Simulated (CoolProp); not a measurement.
Values from CoolProp's reference Helmholtz-energy equation of state, McLinden 2020.

Q: Give the vapour pressure (bar), vapour density (kg/m³), enthalpy of vaporisation (kJ/kg), liquid cp (kJ/(kg K)) of saturated R1336mzz(Z) at 47.35, 65.95, 72.95 °C.

A: 
```tsv
T (°C)	p (bar)	vapour density (kg/m³)	enthalpy of vaporisation (kJ/kg)	liquid cp (kJ/(kg K))
47.35	1.64	10.9	158	1.27
65.95	2.92	19.0	148	1.31
72.95	3.55	23.1	144	1.33
```
